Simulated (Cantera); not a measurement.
Cantera run, input and output.

```python
import numpy as np
import cantera as ct

gas = ct.Solution("gri30.yaml")
gas.TPX = 1800, 400000, {'C3H8': 1, 'O2': 11.9, 'N2': 44.8, 'CO2': 16}
reactor = ct.IdealGasConstPressureReactor(gas, energy="on", clone=False)
net = ct.ReactorNet([reactor])
net.rtol, net.atol = 1e-08, 1e-16
show = ['C3H8', 'O2', 'CO2', 'H2', 'CH2CO']
times = np.geomspace(7e-06, 0.3, 11)

steps = ct.SolutionArray(gas, extra=["t"])
rows = []
print(f"{'t/s':>10s}{'T/K':>9s}{'P/Pa':>11s}" + "".join(f"{s:>11s}" for s in show))
for t in times:
    while net.time < t:
        t_next = net.step()
        steps.append(gas.state, t=t_next)
    rows.append([np.interp(t, steps.t, y) for y in (steps.T, steps.P, *steps(*show).X.T)])
    print(f"{t:10.3e}{rows[-1][0]:9.1f}{rows[-1][1]:11.4g}" + "".join(f"{x:11.3e}" for x in rows[-1][2:]))
rate = np.gradient(steps.T, steps.t)
print("integrator steps:", len(steps.t))
if steps.T.max() > steps.T[0] + 200:
    print(f"time of steepest temperature rise: {steps.t[rate.argmax()]:.4e} s")
gas.TPX = 1800, 400000, {'C3H8': 1, 'O2': 11.9, 'N2': 44.8, 'CO2': 16}
gas.equilibrate("HP")
print(f"equilibrium (HP): T = {gas.T:.1f} K  " + "  ".join(f"{s} {gas[s].X[0]:.3e}" for s in show))
```

Result:

```
       t/s      T/K       P/Pa       C3H8         O2        CO2         H2      CH2CO
 7.000e-06   2074.9      4e+05  2.842e-18  1.052e-01  2.078e-01  1.664e-03  4.807e-05
 2.034e-05   2156.3      4e+05  5.712e-40  1.025e-01  2.173e-01  1.110e-03  9.092e-15
 5.909e-05   2259.2      4e+05  3.470e-38  9.849e-02  2.308e-01  6.847e-04  2.692e-17
 1.717e-04   2341.4      4e+05  2.415e-38  9.512e-02  2.422e-01  3.540e-04  9.940e-20
 4.988e-04   2367.0      4e+05  4.346e-44  9.397e-02  2.458e-01  2.560e-04  7.327e-21
 1.449e-03   2367.2      4e+05 -3.274e-51  9.377e-02  2.459e-01  2.529e-04  6.974e-21
 4.210e-03   2365.7      4e+05  1.744e-52  9.330e-02  2.460e-01  2.515e-04  6.816e-21
 1.223e-02   2362.0      4e+05  1.546e-52  9.213e-02  2.461e-01  2.483e-04  6.420e-21
 3.554e-02   2355.8      4e+05  1.287e-52  9.017e-02  2.463e-01  2.429e-04  5.770e-21
 1.033e-01   2352.3      4e+05  1.159e-52  8.908e-02  2.464e-01  2.399e-04  5.423e-21
 3.000e-01   2352.1      4e+05  1.153e-52  8.902e-02  2.465e-01  2.398e-04  5.405e-21
integrator steps: 1469
time of steepest temperature rise: 4.6821e-06 s
equilibrium (HP): T = 2352.1 K  C3H8 2.205e-52  O2 8.902e-02  CO2 2.465e-01  H2 2.398e-04  CH2CO 7.887e-21
```

Detailed kinetics in Cantera: GRI-Mech 3.0 (53 species, 325 reactions).
